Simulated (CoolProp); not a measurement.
Computed with CoolProp (reference Helmholtz-energy equation of state, Thol 2014).

Question: For diethyl ether, give the phase and the density (kg/m³), cp (kJ/(kg K)), cv (kJ/(kg K)), Joule-Thomson coefficient (K/MPa) at 548 K and 3480 kPa; 548 K and 5810 kPa; 548 K and 11600 kPa.

Answer: 
- 548 K and 3480 kPa: gas; density 71.1, cp 2.66, cv 2.32, Joule-Thomson coefficient 6.33
- 548 K and 5810 kPa: supercritical; density 147, cp 3.11, cv 2.37, Joule-Thomson coefficient 6.54
- 548 K and 11600 kPa: supercritical; density 352, cp 3.31, cv 2.37, Joule-Thomson coefficient 1.89
